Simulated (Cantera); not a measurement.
Charge: 1 mol CH2F2, 1.2 mol F2, 0.14 mol H2, equilibrated at 2623.15 K.

These are equilibrium values from Cantera (NASA tables, ideal gas, pure condensed phases), not measurements of a reactor. Candidate condensed phases: C, C6H6, C7H8, C8H18; 95 gas species. Gases not in the tables: C2F6 and larger saturated fluorocarbons. The numbers say what is thermodynamically allowed, not how fast it happens.

Which condensed phases are stable at each of these points (P (Pa)): 1, 10, 100, 1000, 10000, 100000?


```csv
P (Pa),condensed phases,C condensed (%)
1,gas only,0.0
10,C(graphite),37.2
100,C(graphite),81.7
1000,C(graphite),65.1
10000,C(graphite),30.1
100000,C(graphite),26.5
```

At 1.00 Pa nothing is condensed. From 10.0 Pa to 1.00 bar the condensed part is C(graphite).
